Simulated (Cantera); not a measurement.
An isothermal plug-flow reactor at 750 K and 190000 Pa (inlet), inlet velocity 0.34 m/s, active area per volume 1500 1/m; feed 0.323 % H2, 5.03 % O2, 94.6 % N2.

Detailed kinetics in Cantera: Deutschmann's 1995 Pt surface mechanism with GRI-Mech 3.0 gas chemistry. Catalytic surfaces can have several steady states; this one follows from the mechanism file's or the stated starting coverage. Mass transfer to the wall is taken as infinitely fast.

One state of this run: x H2 = 0.000306; x O2 = 0.0489; x H2O = 0.00293; θ free Pt = 0.0247; θ O* = 0.974; θ OH* = 0.00168. x: gas mole fraction; θ: surface coverage.

Question: Which value of z (m) does it belong to?
(A) 0.00038
(B) 0.0029
(C) 0.0049
(D) 0.0011

Answer: A, 0.00038
